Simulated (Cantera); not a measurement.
A closed system holds: 1 mol C2H5OH, 0.4 mol H2O, equilibrated at 2525 K and 100000 Pa.

Cantera equilibrium calculation (NASA polynomials, part measured and part estimated; ideal gas, pure solids and liquids). Candidate condensed phases: C, C6H6, C7H8, C8H18, H2O; 110 gas species. The numbers say what is thermodynamically allowed, not how fast it happens.

Base state: H2 0.680, CO 0.288, H 0.0231, C2H2 (acetylene) 0.00817, CH4 6.67e-5, C4H2 4.05e-5, CH3 4.05e-5, C2H 2.10e-5 (mole fractions); condensed: C(graphite).

Task: What changes in the equilibrium state with this change: pressure from 100000 Pa to 110 Pa?

Result: 
```json
[
 {"species": "H", "before": "0.0231", "after": "0.467"},
 {"species": "H2", "before": "0.680", "after": "0.305"},
 {"species": "CO", "before": "0.288", "after": "0.223"},
 {"species": "CH4", "before": "6.67e-5", "after": "1.47e-8"},
 {"species": "C2", "before": "6.76e-8", "after": "6.15e-5"},
 {"species": "C3", "before": "7.30e-7", "after": "0.000664"},
 {"species": "C", "before": "2.34e-7", "after": "0.000213"},
 {"species": "CH3", "before": "4.05e-5", "after": "4.03e-7"},
 {"species": "C(graphite), mol", "before": "0.519", "after": "0.534"}
]
```

Task: What changes in the equilibrium state with this change: temperature from 2525 K to 1825 K?

Result: 
```json
[
 {"species": "H2", "before": "0.680", "after": "0.707"},
 {"species": "CO", "before": "0.288", "after": "0.292"},
 {"species": "H", "before": "0.0231", "after": "0.000370"},
 {"species": "C2H2 (acetylene)", "before": "0.00817", "after": "0.000152"},
 {"species": "C2H", "before": "2.10e-5", "after": "<1e-9"},
 {"species": "C4H2", "before": "4.05e-5", "after": "1.29e-8"},
 {"species": "H2O", "before": "4.48e-6", "after": "5.21e-5"},
 {"species": "C(graphite), mol", "before": "0.519", "after": "0.597"}
]
```
